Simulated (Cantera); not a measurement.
Feed: 1 mol SiO2, 6.4 mol BCl3, 0.41 mol H2, 8.8 mol Cl2, equilibrated at 380 Pa.

Method: chemical equilibrium by Gibbs-energy minimisation in Cantera with the NASA 1993 tables (ideal gas, pure condensed phases). Candidate condensed phases: B, B2O3, B3O3H3, H2O, Si, SiO2; 49 gas species. The tables' values for BOCl are old estimates; treat these amounts as uncertain. The tables hold silica as quartz up to 1696 K and as liquid above; real silica turns to tridymite and cristobalite and melts near 1996 K. Equilibrium is a limit: real reactors are often held back by kinetics, nucleation or transport.

log p: log10 of the partial pressure in bar; n: condensed amount in mol.

| T (°C) | log p Cl2 | log p BCl3 | log p Cl | log p SiCl4 | log p HCl | log p B3O3Cl3 | n SiO2(β-quartz) |
|---|---|---|---|---|---|---|---|
| 775 | -2.69 | -2.96 | -4.46 | -3.61 | -3.69 | -3.78 | 0 |
| 800 | -2.69 | -2.96 | -4.31 | -3.61 | -3.69 | -3.78 | 0 |
| 825 | -2.69 | -2.96 | -4.18 | -3.61 | -3.69 | -3.78 | 0 |
| 850 | -2.70 | -2.97 | -4.05 | -3.61 | -3.70 | -3.79 | 0 |
| 875 | -2.70 | -2.97 | -3.92 | -3.61 | -3.70 | -3.79 | 0 |
| 900 | -2.71 | -2.97 | -3.80 | -3.61 | -3.70 | -3.79 | 0 |
| 925 | -2.71 | -2.97 | -3.69 | -3.62 | -3.70 | -3.80 | [?] |
| 950 | -2.73 | -2.97 | -3.59 | -3.63 | -3.71 | -3.81 | [?] |
| 975 | -2.74 | -2.97 | -3.49 | -3.65 | -3.71 | -3.83 | [?] |
| 1000 | -2.75 | -2.97 | -3.39 | -3.66 | -3.72 | -3.85 | [?] |
| 1025 | -2.77 | -2.98 | -3.30 | -3.68 | -3.72 | -3.87 | [?] |
| 1050 | -2.79 | -2.98 | -3.22 | -3.69 | -3.73 | -3.89 | [?] |
| 1075 | -2.82 | -2.99 | -3.14 | -3.71 | -3.74 | -3.92 | [?] |

### Question
Fill in the missing entries.

### Answer

- 925, n SiO2(β-quartz): 0.00475
- 950, n SiO2(β-quartz): 0.0282
- 975, n SiO2(β-quartz): 0.0501
- 1000, n SiO2(β-quartz): 0.0703
- 1025, n SiO2(β-quartz): 0.0886
- 1050, n SiO2(β-quartz): 0.105
- 1075, n SiO2(β-quartz): 0.118
